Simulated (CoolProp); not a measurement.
Saturated liquid density (kg/m³) of fluoroethane (R161): the reference equation beside estimates from Tc = 375.2 K, pc = 5.010 MPa, ω = 0.216.

Values from CoolProp's reference Helmholtz-energy equation of state, Wu 2012.

| T (K) | reference | Redlich-Kwong | Peng-Robinson |
|---|---|---|---|
| 195.5 | 871.9 | 741.3 | 849.2 |
| 202.6 | 862.6 | 732.0 | 840.4 |
| 209.7 | 853.2 | 722.4 | 831.2 |
| 216.7 | 843.9 | 712.6 | 821.7 |
| 223.8 | 834.2 | 702.3 | 811.7 |
| 230.9 | 824.4 | 691.6 | 801.1 |
| 238 | 814.3 | 680.5 | 790.1 |
| 245.1 | 803.9 | 669.0 | 778.5 |
| 252.1 | 793.4 | 657.2 | 766.5 |
| 259.2 | 782.3 | 644.9 | 753.7 |
| 266.3 | 770.7 | 632.0 | 740.3 |
| 273.4 | 758.6 | 618.5 | 726.0 |
| 280.5 | 745.9 | 604.5 | 711.0 |

Absolute difference from the reference over all 13 rows, mean and median: Redlich-Kwong 16.6 and 16.4 %, Peng-Robinson 3.2 and 3.0 %.
